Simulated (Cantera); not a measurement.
A perfectly stirred reactor is fed with CH3OH : O2 : N2 = 1 : 0.938 : 11.2 (molar parts), at 7.50 bar; it is adiabatic with a 550 K inlet, and is followed from long to short residence time, starting on the burning branch (τ in s: 0.23, 0.1, 0.046, 0.021, 0.0092, 0.0041, 0.0018, 0.00082, 0.00037, 0.00016, 7.3e-05, 3.2e-05, 1.5e-05).

Cantera simulation using GRI-Mech 3.0 (53 species, 325 reactions); the numbers are that mechanism's predictions, not measurements. GRI-Mech 3.0 was tuned for natural gas; its chemistry of methanol as a main component is partial and can be far from experiment.

**Question.** Predict: blow-out, bracketed by the residence times tried; x(CH3OH) at τ = 0.230 s; x(O2) at τ = 0.230 s; x(H) at τ = 0.230 s; x(CH2O) at τ = 0.230 s; x(CH4) at τ = 0.230 s; x(CH3OH) at τ = 1.80 ms; x(O2) at τ = 1.80 ms.

**Answer.** 
- blow-out, bracketed by the residence times tried: burning at 9.20 ms, out at 4.10 ms
- x(CH3OH) at τ = 0.230 s: 1.57e-5
- x(O2) at τ = 0.230 s: 0.000226
- x(H) at τ = 0.230 s: 2.35e-5
- x(CH2O) at τ = 0.230 s: 1.04e-5
- x(CH4) at τ = 0.230 s: 0.000119
- x(CH3OH) at τ = 1.80 ms: 0.0761
- x(O2) at τ = 1.80 ms: 0.0714
